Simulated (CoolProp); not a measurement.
Vapour-liquid equilibrium of 1-butene (1) + acetone (2) at 285.1 K; x and y are mole fractions of (1).

Model: multi-fluid Helmholtz-energy mixture model, Lemmon 2005 and Lemmon 2006; pair parameters Bell 2016, in CoolProp.

| x | bubble pressure (MPa) | y at the bubble point | dew pressure at overall composition x (MPa) | liquid density (mol/L) |
|---|---|---|---|---|
| 0.05 | 0.04406 | 0.627 | 0.01786 | 13.57 |
| 0.2 | 0.1031 | 0.856 | 0.02115 | [?] |
| 0.35 | 0.1355 | [?] | 0.02589 | 12.52 |
| 0.5 | 0.1524 | 0.919 | 0.03334 | [?] |
| 0.65 | 0.1635 | [?] | 0.04678 | 11.60 |
| 0.8 | [?] | 0.949 | [?] | [?] |
| 0.95 | [?] | 0.982 | 0.1758 | 10.87 |

Q: Fill in the missing entries.

A: 
- 0.2, liquid density (mol/L): 13.03
- 0.35, y at the bubble point: 0.900
- 0.5, liquid density (mol/L): 12.04
- 0.65, y at the bubble point: 0.931
- 0.8, bubble pressure (MPa): 0.1750
- 0.8, dew pressure at overall composition x (MPa): 0.07799
- 0.8, liquid density (mol/L): 11.21
- 0.95, bubble pressure (MPa): 0.1900

No azeotrope shows between x = 0.05 and 0.95.

Pair parameters are fitted to limited data, so mixtures are less certain than the pure fluids. With so large a gap from Raoult's law the liquid may split in two, which this calculation doesn't test in full.
